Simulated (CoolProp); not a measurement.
Saturated liquid density (kg/m³) of R1132(E): the reference equation beside estimates from Tc = 348.8 K, pc = 5.174 MPa, ω = 0.245. Rackett uses Z = 0.29056 − 0.08775 ω.

Values from CoolProp's reference Helmholtz-energy equation of state, Akasaka 2024.

| T (K) | reference | Rackett | van der Waals | Redlich-Kwong | Soave-Redlich-Kwong | Peng-Robinson |
|---|---|---|---|---|---|---|
| 259.7 | 1042 | 1033 | 625.6 | 898.1 | 936.6 | (withheld) |
| 263.7 | 1031 | 1021 | 618.3 | 885.2 | 923.9 | 1048 |
| 267.7 | 1019 | 1009 | 610.9 | 871.9 | 910.9 | 1033 |
| 271.7 | 1007 | 996.3 | (withheld) | 858.2 | 897.4 | 1018 |
| 275.7 | 994.3 | 983.5 | (withheld) | 844.1 | 883.4 | 1002 |
| 279.7 | 981.5 | 970.4 | 587.4 | 829.5 | 868.9 | 986.1 |
| 283.7 | 968.3 | 957.0 | 579.1 | 814.5 | 853.8 | 969.0 |
| 287.7 | 954.7 | 943.1 | 570.5 | 799.0 | 838.1 | 951.3 |
| 291.6 | 940.9 | 929.2 | 561.8 | 783.4 | 822.1 | 933.1 |
| 295.6 | 926.2 | 914.4 | 552.6 | 766.8 | 805.1 | 913.7 |
| 299.6 | 910.8 | (withheld) | 543.0 | 749.5 | 787.2 | 893.2 |
| 303.6 | 894.8 | 883.0 | 533.0 | 731.5 | 768.5 | 871.7 |
| 307.6 | 877.9 | 866.3 | 522.5 | 712.8 | 748.8 | 849.0 |
| 311.6 | 860.0 | 848.7 | 511.5 | 693.1 | 728.0 | 825.0 |
| 315.6 | 841.1 | 830.1 | 499.9 | 672.3 | 706.0 | 799.4 |

Task: Some entries are withheld; supply them.

Result: 
- 259.7, Peng-Robinson: 1062
- 271.7, van der Waals: 603.3
- 275.7, van der Waals: 595.5
- 299.6, Rackett: 899.0

Absolute difference from the reference over all 15 rows, mean and median: Rackett 1.2 and 1.2 %, van der Waals 40.3 and 40.2 %, Redlich-Kwong 16.5 and 16.3 %, Soave-Redlich-Kwong 12.5 and 12.2 %, Peng-Robinson 1.8 and 1.4 %.
